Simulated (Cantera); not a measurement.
Cantera run:

```python
import numpy as np
import cantera as ct

gas_names = """
    H H2 N NH NH2 NH3 N2 N2H2 N2H4 Pb Pb2
""".split()
cond_names = """
    Pb(cr) Pb(L)
""".split()


# ... load() reads the species with a 1 bar reference pressure and builds the phases ...
atoms = {
    'Pb': {'Pb': 1},
    'N2': {'N': 2},
    'H2': {'H': 2},
}
top_T = {}  # K; cautious upper limits of use, not melting points


# ... equilibrate(T, P, feed) seeds the gas with the atoms and calls Mixture.equilibrate('TP', solver="vcs", rtol=1e-11, max_steps=5000) ...
results = []
feed = {'Pb': 1, 'N2': 22, 'H2': 0.0002}  # mol
P = 133.322  # Pa
for T in [623, 698, 773, 848, 923, 998, 1073, 1148, 1223, 1298, 1373, 1448, 1523]:
    mix = equilibrate(T, P, feed)
    results.append((T, P, feed, dict(zip(mix.species_names, mix.species_moles))))

top = {s: max(r[3][s] / sum(r[3][g] for g in gas_names) for r in results) for s in gas_names}
cols = sorted((s for s in top if top[s] > 0.0001), key=lambda s: -top[s])[:7]
seen = [c for c in cond_names if any(r[3].get(c, 0) > 1e-12 for r in results)]
print("log10 of partial pressures in bar; condensed amounts in mol")
print(f"{'T/K':>10s}" + "".join(f"{s[:9]:>10s}" for s in cols + seen))
for T, P, feed, n in results:
    ng = sum(n[g] for g in gas_names)
    print(f"{T:10.4g}" + "".join(f"{np.log10(max(n[s] / ng * P / 1e5, 1e-99)):10.3f}" for s in cols)
          + "".join(f"{n.get(c, 0):10.4g}" for c in seen))
```

It prints:

```
log10 of partial pressures in bar; condensed amounts in mol
       T/K        N2        Pb     Pb(L)
       623    -2.875   -10.683         1
       698    -2.875    -8.993         1
       773    -2.875    -7.637    0.9996
       848    -2.875    -6.524    0.9951
       923    -2.876    -5.596    0.9581
       998    -2.880    -4.810    0.7414
      1073    -2.894    -4.237         0
      1148    -2.894    -4.237         0
      1223    -2.894    -4.237         0
      1298    -2.894    -4.237         0
      1373    -2.894    -4.237         0
      1448    -2.894    -4.237         0
      1523    -2.894    -4.237         0
```

Method: chemical equilibrium by Gibbs-energy minimisation in Cantera with the NASA 1993 tables (ideal gas, pure condensed phases).
